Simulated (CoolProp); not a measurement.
Computed with CoolProp (reference Helmholtz-energy equation of state, Gedanitz 2015).

Problem. For cyclopentane, give the phase and the cp (kJ/(kg K)), conductivity (mW/(m K)) at -30.25 °C and 26.7 kPa; 62.95 °C and 10.8 kPa.

Solution. 
- -30.25 °C and 26.7 kPa: liquid; cp 1.58, conductivity 148
- 62.95 °C and 10.8 kPa: gas; cp 1.38, conductivity 14.8

Thermal conductivity comes from a separate model (Vassiliou 2015).
